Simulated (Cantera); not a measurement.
An isothermal, constant-pressure homogeneous reactor starts with H2 : O2 : N2 = 0.0085 : 1 : 0.45 (molar parts), at 925 K and 0.0263 atm.

Cantera simulation using the H2/O2 subset of GRI-Mech 3.0, which has no nitrogen chemistry; the numbers are that mechanism's predictions, not measurements. Radical loss at walls, strong at low pressure, is not modelled. Below about 950 K walls govern HO2 and H2O2 in real vessels.

x: mole fraction; the columns are a selection and need not sum to one.

```
t (s)         x H2   x O2       x O     x HO2     x H2O       x H    x H2O2
--------  --------  -----  --------  --------  --------  --------  --------
0.000200   0.00583  0.686    <1e-12  1.73e-12    <1e-12  1.03e-12    <1e-12
0.000616   0.00583  0.686  4.47e-12  5.49e-12  1.71e-12  2.12e-12    <1e-12
0.00190    0.00583  0.686  3.28e-11  1.85e-11  2.66e-11  7.29e-12    <1e-12
0.00585    0.00583  0.686  9.03e-10  1.26e-10   1.08e-9  1.52e-10    <1e-12
0.0180     0.00582  0.686   7.79e-6   6.32e-7   9.84e-6       ___  1.41e-10
0.0555    0.000156  0.684  0.000554   2.87e-6   0.00561       ___   6.76e-8
0.171      1.35e-5  0.685   8.35e-5   6.84e-7   0.00582       ___   2.00e-8
0.527      2.03e-6  0.685   1.22e-5   1.97e-7   0.00584       ___   1.09e-8
1.62       3.10e-7  0.685   1.70e-6   4.64e-8   0.00584       ___   4.92e-9
5.00       3.66e-8  0.685   2.72e-7   9.66e-9   0.00584  2.25e-10   1.60e-9
```

**Question.** Some entries are withheld; supply them.

**Answer.** 
- 0.0180, x H: 1.31e-6
- 0.0555, x H: 3.95e-5
- 0.171, x H: 1.25e-6
- 0.527, x H: 6.47e-8
- 1.62, x H: 3.43e-9
